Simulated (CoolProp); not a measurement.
Computed with CoolProp (reference Helmholtz-energy equation of state, Lemmon and Jacobsen 2000).

Problem. For R143a, give the phase and the Z, fugacity coefficient at -11.35 °C and 5.27 MPa.

Solution. 
- -11.35 °C and 5.27 MPa: liquid; Z 0.188, fugacity coefficient 0.0859
